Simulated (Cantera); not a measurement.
Thermodynamics of halide evaporation, hydrolysis and transport, feed BaF2 + H2O + N2

Feed: 1 mol BaF2, 0.2 mol H2O, 0.5 mol N2, held at 52.0 Pa.

Equilibrium computed with Cantera from the NASA thermochemical tables; the gas is ideal and each condensed phase is pure. Candidate condensed phases: Ba, BaF2, BaO, Ba(OH)2, H2O; 45 gas species. Mutual solubility and eutectic melting of coexisting phases are not modelled. Kinetics and transport are ignored.

```tsv
T (K)	x N2	x BaF2	x H2O	x HF	x BaF	x H	x O2	x O	x H2	x OH	n BaF2(s)	n BaO(s)
1373	0.708	0.00416	0.278	0.00899	1.53e-6	2.57e-6	0.000137	3.17e-7	0.000309	4.13e-5	0.994	0.00311
1473	0.680	0.0354	0.259	0.0234	2.69e-5	1.56e-5	0.000353	2.30e-6	0.000793	0.000133	0.965	0.00843
1573	0.539	0.221	0.190	0.0469	0.000329	6.89e-5	0.000720	1.23e-5	0.00149	0.000317	0.773	0.0213
1673	0.293	0.561	0.0904	0.0490	0.00216	0.000206	0.00123	5.15e-5	0.00170	0.000526	0	0.0393
1773	0.292	0.557	0.0888	0.0464	0.00685	0.000687	0.00288	0.000221	0.00303	0.00125	0	0.0326
1873	0.288	0.546	0.0851	0.0435	0.0188	0.00197	0.00638	0.000828	0.00484	0.00269	0	0.0187
1973	0.281	0.521	0.0763	0.0452	0.0403	0.00499	0.0122	0.00262	0.00712	0.00508	0	0
2073	0.275	0.490	0.0586	0.0622	0.0583	0.0114	0.0168	0.00652	0.00975	0.00778	0	0
2173	0.266	0.455	0.0383	0.0805	0.0771	0.0225	0.0204	0.0142	0.0113	0.0102	0	0
```
x: gas mole fraction; n: condensed amount in mol.

From 1373 K to 1573 K the condensed part is BaF2(s) + BaO(s). From 1673 K to 1873 K the condensed part is BaO(s). From 1973 K to 2173 K nothing is condensed. The main Ba-bearing gas is BaF2 throughout.
